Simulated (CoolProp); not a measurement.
Saturation properties of methane (Tc = -82.6 °C, pc = 45.99 bar, ω = 0.011).

Values from CoolProp's reference Helmholtz-energy equation of state, Setzmann 1991.

```tsv
T (°C)	p (bar)	liquid density (kg/m³)	vapour density (kg/m³)	enthalpy of vaporisation (kJ/kg)
-145.25	3.231	397.5	5.304	477.1
-141.05	4.158	390.6	6.720	466.8
-136.75	5.296	383.2	8.453	455.4
-132.45	6.647	375.6	10.51	443.1
-128.25	8.193	367.8	12.88	430.0
-123.95	10.03	359.5	15.74	415.4
-119.65	12.14	350.7	19.11	399.5
-115.45	14.50	341.6	22.98	382.4
-111.15	17.24	331.6	27.66	363.0
-106.85	20.32	320.7	33.25	341.3
-102.65	23.71	309.0	39.83	317.3
-98.35	27.57	295.6	48.12	288.9
-94.05	31.89	279.9	58.74	255.0
-89.85	36.57	260.9	72.87	213.1
-85.55	41.92	232.6	96.17	150.4
```

It boils at -161.5 °C under 1 atm.
